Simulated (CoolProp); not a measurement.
Properties of n-octane along the isotherm 620 K.

Computed with CoolProp (reference Helmholtz-energy equation of state, Beckmüller 2019).

| p (MPa) | phase | density (kg/m³) | Prandtl number |
|---|---|---|---|
| 0.466 | gas | 10.88 | 0.743 |
| 0.931 | gas | 23.04 | 0.751 |
| 1.4 | gas | 36.98 | 0.771 |
| 1.86 | gas | 52.82 | 0.805 |
| 2.33 | gas | 72.09 | 0.863 |
| 2.79 | supercritical | 95.29 | 0.957 |
| 3.26 | supercritical | 125.8 | 1.12 |
| 3.73 | supercritical | 166.7 | 1.42 |

Viscosity comes from a separate model (Huber 2004). Thermal conductivity comes from a separate model (Huber 2005).
